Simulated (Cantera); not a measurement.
Input: 1 mol Si, 19 mol HF, 28 mol H2, held at 1175 °C and 5.70 Pa.

These are equilibrium values from Cantera (NASA tables, ideal gas, pure condensed phases), not measurements of a reactor. Candidate condensed phases: Si; 25 gas species. The tables' values for SiF3, SiF2 are old estimates; treat these amounts as uncertain. The numbers say what is thermodynamically allowed, not how fast it happens.

Base state: H2 0.650, HF 0.327, SiF4 0.0206, SiF3 0.00106, H 0.000986, SiF2 3.43e-5, SiHF3 1.37e-5 (mole fractions); condensed: gas only.

### Question
What changes in the equilibrium state with this change: 1.8 mol Cl2 added?

### Answer
| species | before | after |
|---|---|---|
| H2 | 0.650 | 0.588 |
| HF | 0.327 | 0.315 |
| HCl | 0 | 0.0751 |
| SiF4 | 0.0206 | 0.0198 |
| Cl | 0 | 9.76e-5 |
| SiHF3 | 1.37e-5 | 1.24e-5 |
| SiF2 | 3.43e-5 | 3.23e-5 |
| H | 0.000986 | 0.000938 |
